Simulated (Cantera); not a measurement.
Feed: 1 mol SiH₄, 0.4 mol C₃H₈, 2.6 mol H₂, 0.15 mol CH₄, equilibrated at 195 Torr.

Method: chemical equilibrium by Gibbs-energy minimisation in Cantera with the NASA 1993 tables (ideal gas, pure condensed phases). Candidate condensed phases: C, C₆H₆, C₇H₈, C₈H₁₈, Si, SiC; 87 gas species. Rates play no part.

Q: At 1548 K, list the 4 most abundant gas species with their mole fractions, and the condensed phases.

A: H₂ 0.999, CH₄ 0.000533, H 6.04e-5, C₂H₂ (acetylene) 1.57e-5. Condensed: C(graphite) + SiC(s).
